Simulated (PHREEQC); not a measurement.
Buffer (model solution)

A solution holds 0.25 mol/kgw NaHCO3, 0.009 mol/kgw Na2CO3 and 0.0018 mol/kgw NaCl, at 25 °C. Closed to the air; pH follows from the charge balance.

Equilibrium calculation in PHREEQC: Pitzer model, pitzer.dat.

Precipitation was switched off in this run.

Question: What pH does the model give?

Answer: pH 8.32.

Question: In which forms is C present?

Answer: HCO3- 95 %, CO3-2 4.2 %, CO2 0.7 % of the C.

Complexes and solids missing from the database can't appear.
